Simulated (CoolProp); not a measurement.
R21 along the isobar 0.101 MPa: Z from the reference equation and from simpler models built on Tc = 452.7 K, pc = 5.289 MPa, ω = 0.206; each cubic takes its own stable root.

Computed with CoolProp (reference Helmholtz-energy equation of state, Platzer 1990). This equation is an older, rougher fit; its heat capacities, sound speeds and derivatives of the liquid may be far off and weren't checked against measurements.

```tsv
T (K)	phase	reference
215.9	liquid	0.003740
224.2	liquid	0.003642
232.5	liquid	0.003552
240.8	liquid	0.003470
249.1	liquid	0.003395
257.4	liquid	0.003325
265.7	liquid	0.003262
274	liquid	0.003205
290.6	gas	0.9679
298.9	gas	0.9711
307.2	gas	0.9739
315.5	gas	0.9764
323.8	gas	0.9785
332.1	gas	0.9804
```

Question: How far does each simpler model (Redlich-Kwong, Peng-Robinson) lie from the reference over these 14 states: mean and median of the absolute difference, and the worst?

Answer: 
- Redlich-Kwong: mean 2167.0 %, median 8.5 %, worst +30274.4 % at 274 K and 0.101 MPa
- Peng-Robinson: mean 3.2 %, median 4.8 %, worst -5.7 % at 274 K and 0.101 MPa

At some of these states Redlich-Kwong gives the other phase, because its saturation line lies elsewhere.
